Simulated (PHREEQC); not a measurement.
**Alkaline etch or developer**

Solution (49 °C and 100 atm): 1 mmol/kgw TMAH and 0.5 mmol/kgw Na2CO3. Closed to the air; pH follows from the charge balance.

All values are PHREEQC results (ion-association model, phreeqc.dat), not measurements.

This is a speciation only: nothing precipitates in the calculation.

Question: Estimate the pH, ionic strength.

Answer: pH 10.30; ionic strength 0.00230 mol/kgw.

Question: In which forms is Na present?

Answer: Na+ 99 %, NaCO3- 1.4 % of the Na.

Under pressure, the constants of complexes without a molar volume in the database are unreliable. (CH3)4N+ isn't in the database: it is added as a free cation with an ion size of 4 Å. Constants without temperature data keep their 25 °C values here.
